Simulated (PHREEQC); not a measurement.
Dissolve 68 mmol/kgw H2SeO3 at 25 °C. Closed to the air; pH follows from the charge balance.

The numbers come from PHREEQC with the ion-association model, wateq4f.dat.

No solid was allowed to form.

What pH, ionic strength does the model give?

pH 1.99; ionic strength 0.0111 mol/kgw.

In which forms is Se present?

H2SeO3 84 %, HSeO3- 16 % of the Se.

Complexes and solids missing from the database can't appear.
